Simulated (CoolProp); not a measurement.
A Linde-Hampson liquefier for methane: isothermal reversible compression at 280 K from 1 atm to 10 MPa, throttling to 1 atm, return gas leaving the recuperator 2 K below the feed. Each further row changes one setting.

The numbers come from the reference Helmholtz-energy equation of state, Setzmann 1991 in CoolProp.

```tsv
case	liquid yield per pass	compression work (kJ/kg of gas)
as stated	0.130	636
high pressure 20 MPa	0.235	714
warm-end temperature 310 K	0.094	716
warm-end gap 7 K	0.119	636
```
